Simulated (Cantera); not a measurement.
A Cantera script and its output.

```python
import numpy as np
import cantera as ct

gas = ct.Solution("gri30.yaml")


def delay(T, t_max=10):
    gas.TPX = T, 930000, {'CH4': 1, 'O2': 3.77, 'N2': 14.2}
    reactor = ct.IdealGasReactor(gas, clone=False)
    net = ct.ReactorNet([reactor])
    net.rtol, net.atol = 1e-8, 1e-16
    while net.time < t_max:
        t_old, T_old = net.time, reactor.T
        net.step()
        if reactor.T > T + 400:  # ignition: a rise of 400 K
            return t_old + (T + 400 - T_old) / (reactor.T - T_old) * (net.time - t_old)
    return np.nan


taus = []
for T in [1275, 1325, 1375, 1425, 1475, 1525, 1575, 1625]:
    taus.append(delay(T))
    print(f"T0 = {T:6g} K   tau = {taus[-1]:.4e} s")
```

Output:

```
T0 =   1275 K   tau = 1.5222e-03 s
T0 =   1325 K   tau = 8.6693e-04 s
T0 =   1375 K   tau = 5.0810e-04 s
T0 =   1425 K   tau = 3.0595e-04 s
T0 =   1475 K   tau = 1.8905e-04 s
T0 =   1525 K   tau = 1.1978e-04 s
T0 =   1575 K   tau = 7.7786e-05 s
T0 =   1625 K   tau = 5.1752e-05 s
```

Cantera simulation using GRI-Mech 3.0 (53 species, 325 reactions); the numbers are that mechanism's predictions, not measurements.
